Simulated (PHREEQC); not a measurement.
0.12 g of hydrous ferric oxide (600 m²/g; 0.2 weak and 0.005 strong sites per Fe, Dzombak-Morel constants, diffuse double layer) in 1 kg of water with 0.3 mol/kgw of an inert sodium salt and 0.0014 mmol/kgw PbCl2, at 25 °C; the pH is set by adding NaOH or the inert anion's acid. Oxygen alone is held at its pressure in air (log pO2 = -0.68). CO2 from the air is kept out. Precipitation was switched off in this run.

Base run: PHREEQC, ion-association model, wateq4f.dat. Each further column changes one thing. The table gives surface charge σ (C/m²).

| pH | base | background salt from 0.3 to 0.03 mol/kgw | oxide from 0.12 to 0.6 g/kgw | 0.0007 mol/kgw ZnCl2 added |
|---|---|---|---|---|
| 3 | 0.368 | 0.350 | 0.368 | 0.368 |
| 4.12 | 0.343 | 0.257 | 0.343 | 0.344 |
| 4.88 | 0.282 | [?] | 0.282 | 0.283 |
| 6 | 0.154 | 0.075 | 0.154 | 0.161 |
| 7.12 | 0.058 | 0.024 | 0.058 | 0.137 |
| 7.88 | 0.013 | [?] | 0.013 | [?] |
| 9 | -0.051 | -0.021 | -0.051 | 0.105 |

**Question.** Some entries are withheld; supply them.

**Answer.** 
- 4.88, background salt from 0.3 to 0.03 mol/kgw: 0.170
- 7.88, background salt from 0.3 to 0.03 mol/kgw: 0.005
- 7.88, 0.0007 mol/kgw ZnCl2 added: 0.146

The oxide is taken as insoluble; below pH 4 it would dissolve. In at least one series the solution becomes supersaturated in solids that the run did not let form, among them Zn(OH)2-e, Zn5(OH)8Cl2.
